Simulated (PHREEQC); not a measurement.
Dissolve 3 mmol/kgw H3BO3 and 180 mmol/kgw NH3 at 25 °C. Closed to the air; pH follows from the charge balance.

Model: ion-association model, phreeqc.dat, run in PHREEQC.

No solid was allowed to form.

Problem. Estimate the pH, ionic strength.

Solution. pH 10.93; ionic strength 0.00387 mol/kgw.

Problem. In which forms is B present?

Solution. H2BO3- 98 %, H3BO3 1.9 % of the B.
